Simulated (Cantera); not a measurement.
An isothermal, constant-pressure homogeneous reactor starts with C2H6 : N2 = 1 : 84 (molar parts), at 1125 K and 1.80 Torr. Integrator tolerance rtol = 1e-08.

Model: GRI-Mech 3.0 (53 species, 325 reactions), integrated in Cantera. GRI-Mech 3.0 stops at C3 and has no aromatics, soot or wall deposition, so with more carbon than oxygen in the feed, carbon stays in small species such as C2H2 where larger ones or solid carbon would form. Radical loss at walls, strong at low pressure, is not modelled.

Question: What does this change do: temperature 1125 to 1575 K?

Answer: 
```tsv
quantity	before	after
x(C2H6) at 5.00 s	0.00397 (gas-phase equilibrium 1.48e-10)	2.56e-8 (gas-phase equilibrium <1e-12)
x(HCN) at 5.00 s	2.32e-9 (gas-phase equilibrium 0.0170)	2.16e-5 (gas-phase equilibrium 0.0200)
x(H) at 5.00 s	4.11e-6 (gas-phase equilibrium 1.38e-7)	6.28e-5 (gas-phase equilibrium 0.000129)
x(C2H) at 5.00 s	2.62e-11 (gas-phase equilibrium 1.48e-12)	9.36e-8 (gas-phase equilibrium 2.49e-8)
x(C2H4) at 5.00 s	0.00651 (gas-phase equilibrium 6.83e-6)	5.61e-6 (gas-phase equilibrium 1.14e-8)
```

Question: What does this change do: N2 84 to 180 parts?

Answer: 
| quantity | before | after |
|---|---|---|
| x(C2H6) at 5.00 s | 0.00397 (gas-phase equilibrium 1.48e-10) | 0.00234 (gas-phase equilibrium 9.71e-12) |
| x(HCN) at 5.00 s | 2.32e-9 (gas-phase equilibrium 0.0170) | 4.66e-9 (gas-phase equilibrium 0.00921) |
| x(H) at 5.00 s | 4.11e-6 (gas-phase equilibrium 1.38e-7) | 3.37e-6 (gas-phase equilibrium 9.53e-8) |
| x(C2H) at 5.00 s | 2.62e-11 (gas-phase equilibrium 1.48e-12) | 1.72e-11 (gas-phase equilibrium <1e-12) |
| x(C2H4) at 5.00 s | 0.00651 (gas-phase equilibrium 6.83e-6) | 0.00276 (gas-phase equilibrium 9.39e-7) |
